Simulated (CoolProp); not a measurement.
Methane along the isotherm 199.7 K: Z from the reference equation and from simpler models built on Tc = 190.6 K, pc = 45.99 bar, ω = 0.011; each cubic takes its own stable root.

Computed with CoolProp (reference Helmholtz-energy equation of state, Setzmann 1991).

```
p (bar)          phase   reference  van der Waals  Soave-Redlich-Kwong
-------  -------------  ----------  -------------  -------------------
7.67               gas      0.9499         0.9541               0.9489
15.3               gas      0.8963         0.9046           (withheld)
23                 gas  (withheld)         0.8493               0.8352
30.7               gas      0.7714         0.7866           (withheld)
38.3               gas  (withheld)         0.7133               0.6958
46       supercritical      0.6043     (withheld)               0.6059
53.7     supercritical      0.4775         0.4564               0.4858
61.3     supercritical      0.3280         0.3695               0.3678
69       supercritical      0.3029         0.3756               0.3455
76.7     supercritical  (withheld)         0.3939               0.3504
84.3     supercritical      0.3252         0.4157               0.3627
92       supercritical      0.3424         0.4394               0.3782
99.6     supercritical      0.3607         0.4637               0.3950
107      supercritical  (withheld)         0.4877           (withheld)
115      supercritical      0.3991         0.5139               0.4311
```

**Question.** Some entries are withheld; supply them.

**Answer.** 
- 15.3, Soave-Redlich-Kwong: 0.8946
- 23, reference: 0.8373
- 30.7, Soave-Redlich-Kwong: 0.7696
- 38.3, reference: 0.6966
- 46, van der Waals: 0.6170
- 76.7, reference: 0.3106
- 107, reference: 0.3790
- 107, Soave-Redlich-Kwong: 0.4121
